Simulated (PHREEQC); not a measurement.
Dissolve 5.5 mmol/kgw HF, 110 mmol/kgw (CH3)4NF, 0.08 mmol/kgw H2SiF6 and 0.31 mmol/kgw H2SO4 at 20 °C. Closed to the air; pH follows from the charge balance.

Computed with PHREEQC (ion-association model, phreeqc.dat).

Task: The ionic strength comes out as 0.110 mol/kgw. What activity coefficients do SO4-2, HF2-, H+, F-, SiF6-2 get?

Result: SO4-2 0.36, HF2- 0.78, H+ 0.82, F- 0.76, SiF6-2 0.37.

This is a speciation only: nothing precipitates in the calculation. Complexes and solids missing from the database can't appear. (CH3)4N+ isn't in the database: it is added as a free cation with an ion size of 4 Å. SiF6-2 is the database's only silicon fluoride.
